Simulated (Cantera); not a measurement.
Reactions in the system Cl-H

Source: NASA polynomial tables (part measured, part estimated), evaluated in Cantera. Values are per mole of reaction as written; species without (g) are pure solids or liquids, kept so even where they would boil at 1 bar.

2 HCl(g) = Cl2(g) + H2(g)

```json
[
 {"T (K)": "2573", "ΔH° (kJ)": "192.2", "ΔS° (J/K)": "-10.6", "ΔG° (kJ)": "219.5", "log10 K": "-4.46"},
 {"T (K)": "2648", "ΔH° (kJ)": "192.4", "ΔS° (J/K)": "-10.5", "ΔG° (kJ)": "220.3", "log10 K": "-4.34"},
 {"T (K)": "2723", "ΔH° (kJ)": "192.6", "ΔS° (J/K)": "-10.5", "ΔG° (kJ)": "221.1", "log10 K": "-4.24"},
 {"T (K)": "2798", "ΔH° (kJ)": "192.8", "ΔS° (J/K)": "-10.4", "ΔG° (kJ)": "221.8", "log10 K": "-4.14"},
 {"T (K)": "2873", "ΔH° (kJ)": "193.0", "ΔS° (J/K)": "-10.3", "ΔG° (kJ)": "222.6", "log10 K": "-4.05"}
]
```

H2(g) + 2 Cl(g) = 2 HCl(g)

```csv
T (K),ΔH° (kJ),ΔS° (J/K),ΔG° (kJ),log10 K
2573,-448.3,-112.3,-159.4,3.24
2648,-448.7,-112.4,-150.9,2.98
2723,-449.0,-112.6,-142.5,2.73
2798,-449.4,-112.7,-134.0,2.50
2873,-449.7,-112.8,-125.6,2.28
```
